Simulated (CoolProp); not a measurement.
n-perfluorobutane at several states: fugacity coefficient from the reference equation and from simpler models built on Tc = 386.3 K, pc = 23.22 bar, ω = 0.372; each cubic takes its own stable root.

The numbers come from the reference Helmholtz-energy equation of state, Gao 2022 in CoolProp.

| T (K) | p (bar) | phase | reference |
|---|---|---|---|
| 215.6 | 0.703 | liquid | 0.07378 |
| 306.5 | 0.228 | gas | 0.9931 |
| 172.5 | 100 | liquid | 2.087e-5 |
| 191.1 | 5.43 | liquid | 0.001310 |
| 286.1 | 0.476 | gas | 0.9821 |

Problem. How far does each simpler model (Redlich-Kwong, Soave-Redlich-Kwong, Peng-Robinson) lie from the reference over these 5 states: mean and median of the absolute difference, and the worst?

Solution. 
- Redlich-Kwong: mean 387.6 %, median 305.9 %, worst +1069.1 % at 172.5 K and 100 bar
- Soave-Redlich-Kwong: mean 7.8 %, median 2.6 %, worst +27.5 % at 172.5 K and 100 bar
- Peng-Robinson: mean 12.5 %, median 8.0 %, worst +34.6 % at 172.5 K and 100 bar
